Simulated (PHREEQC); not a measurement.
Consider water at 60 °C with 1.7 mol KCl and 0.0019 mol Na2B4O7 per kg of water. It is in equilibrium with CO2 at log p = -1 (atm). Otherwise closed; pH follows from the charge balance.

Model: Pitzer model, pitzer.dat, run in PHREEQC.

This is a speciation only: nothing precipitates in the calculation.

Task: Order these C species by the share of C that they hold, largest first: HCO3-, CO3-2, CO2.

Result: HCO3- (73 %), CO2 (27 %), CO3-2 (0.11 %)

The pH is 6.48 and the ionic strength 1.70 mol/kgw. In brines, pH and single-ion activities rest on the MacInnes convention. Constants without temperature data keep their 25 °C values here.
